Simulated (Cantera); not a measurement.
Input (Python, Cantera):

```python
import numpy as np
import cantera as ct

gas = ct.Solution("gri30.yaml")
gas.TPX = 1448, 2666, {'H2': 0.34, 'O2': 1, 'N2': 0.0019}
reactor = ct.IdealGasConstPressureReactor(gas, energy="off", clone=False)
net = ct.ReactorNet([reactor])
net.rtol, net.atol = 1e-08, 1e-18
show = ['H2', 'O2', 'H', 'O', 'H2O2', 'OH', 'H2O']
times = np.geomspace(3e-05, 1, 10)

steps = ct.SolutionArray(gas, extra=["t"])
rows = []
print(f"{'t/s':>10s}{'T/K':>9s}{'P/Pa':>11s}" + "".join(f"{s:>11s}" for s in show))
for t in times:
    while net.time < t:
        t_next = net.step()
        steps.append(gas.state, t=t_next)
    rows.append([np.interp(t, steps.t, y) for y in (steps.T, steps.P, *steps(*show).X.T)])
    print(f"{t:10.3e}{rows[-1][0]:9.1f}{rows[-1][1]:11.4g}" + "".join(f"{x:11.3e}" for x in rows[-1][2:]))
rate = np.gradient(steps.T, steps.t)
print("integrator steps:", len(steps.t))
if steps.T.max() > steps.T[0] + 200:
    print(f"time of steepest temperature rise: {steps.t[rate.argmax()]:.4e} s")
gas.TPX = 1448, 2666, {'H2': 0.34, 'O2': 1, 'N2': 0.0019}
gas.equilibrate("TP")
print(f"equilibrium (TP): T = {gas.T:.1f} K  " + "  ".join(f"{s} {gas[s].X[0]:.3e}" for s in show))
```

It prints:

```
       t/s      T/K       P/Pa         H2         O2          H          O       H2O2         OH        H2O
 3.000e-05   1448.0       2666  2.534e-01  7.452e-01  8.612e-07  4.627e-07  1.850e-09  3.878e-07  8.195e-07
 9.543e-05   1448.0       2666  2.532e-01  7.451e-01  7.507e-05  4.414e-05  1.743e-08  3.650e-05  1.178e-04
 3.035e-04   1448.0       2666  1.804e-02  5.940e-01  8.015e-02  9.845e-02  4.482e-07  2.396e-02  1.839e-01
 9.655e-04   1448.0       2666  1.452e-02  6.037e-01  6.697e-02  9.175e-02  4.399e-07  2.228e-02  1.994e-01
 3.071e-03   1448.0       2666  1.077e-02  6.375e-01  3.805e-02  6.229e-02  4.713e-07  1.970e-02  2.302e-01
 9.769e-03   1448.0       2666  3.605e-03  6.857e-01  6.444e-03  1.899e-02  3.745e-07  1.177e-02  2.719e-01
 3.107e-02   1448.0       2666  4.239e-04  7.046e-01  2.492e-04  2.175e-03  1.431e-07  4.086e-03  2.868e-01
 9.884e-02   1448.0       2666  4.928e-05  7.074e-01  9.891e-06  2.530e-04  4.259e-08  1.400e-03  2.892e-01
 3.144e-01   1448.0       2666  8.596e-06  7.080e-01  7.256e-07  4.433e-05  1.384e-08  5.869e-04  2.898e-01
 1.000e+00   1448.0       2666  2.560e-06  7.081e-01  1.187e-07  1.324e-05  6.792e-09  3.207e-04  2.899e-01
integrator steps: 1571
equilibrium (TP): T = 1448.0 K  H2 1.956e-06  O2 7.081e-01  H 7.949e-08  O 1.012e-05  H2O2 6.061e-09  OH 2.804e-04  H2O 2.900e-01
```

Cantera simulation using GRI-Mech 3.0 (53 species, 325 reactions); the numbers are that mechanism's predictions, not measurements. Radical loss at walls, strong at low pressure, is not modelled. The temperature is held fixed by assumption; the heat of reaction is taken as removed at once.
